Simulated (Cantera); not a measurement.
Charge: 1 mol CF4, 0.05 mol F2, 0.27 mol H2, held at 1777 °C and 1.00 bar.

Method: chemical equilibrium by Gibbs-energy minimisation in Cantera with the NASA 1993 tables (ideal gas, pure condensed phases). Candidate condensed phases: C, C6H6, C7H8, C8H18; 95 gas species. Gases not in the tables: C2F6 and larger saturated fluorocarbons. Equilibrium is a limit: real reactors are often held back by kinetics, nucleation or transport.

Base state: CF4 0.608, HF 0.374, CF2 0.0130, CF3 0.00278, F 0.00159, CHF3 3.32e-5 (mole fractions); condensed: C(graphite).

What changes in the equilibrium state with this change: temperature from 1777 °C to 1825 °C?


```
species            before    after
----------------  -------  -------
CF4                 0.608    0.602
HF                  0.374    0.373
CF2                0.0130   0.0187
CF                9.38e-6  1.79e-5
F                 0.00159  0.00243
CF3               0.00278  0.00373
C(graphite), mol    0.100   0.0959
```

What changes in the equilibrium state with this change: CF4 replaced by C2F6?


```csv
species,before,after
CF4,0.608,0.704
HF,0.374,0.277
CF2,0.0130,0.0140
CHF3,3.32e-5,2.64e-5
CF3,0.00278,0.00310
F,0.00159,0.00165
"C(graphite), mol",0.100,0.596
```
The feed counts by its element totals alone.
